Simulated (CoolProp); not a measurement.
A simple Rankine cycle with water: condensing at 314.15 K, boiler at 10.9 MPa, turbine inlet 595.6 K, turbine efficiency 0.9, pump efficiency 0.6, no recuperator. Each further row changes one setting.

Computed with CoolProp (reference Helmholtz-energy equation of state, Wagner 2002).

| case | thermal efficiency (%) | net work (kJ/kg) | heat in (kJ/kg) | turbine exit temperature (K) | volume ratio over the turbine |
|---|---|---|---|---|---|
| as stated | 34.2 | 874 | 2550 | 314.1 | 768 |
| turbine inlet 615.6 K | 34.6 | 922 | 2670 | 314.1 | 703 |
| condensing temperature 306.15 K | 35.2 | 910 | 2590 | 306.1 | 1150 |
| boiler pressure 7.63 MPa | 33.5 | 912 | 2720 | 314.1 | 483 |
| turbine efficiency 0.8 | 30.3 | 775 | 2550 | 314.1 | 814 |

The expansion ends wet for: as stated; turbine inlet 615.6 K; condensing temperature 306.15 K; boiler pressure 7.63 MPa; turbine efficiency 0.8.
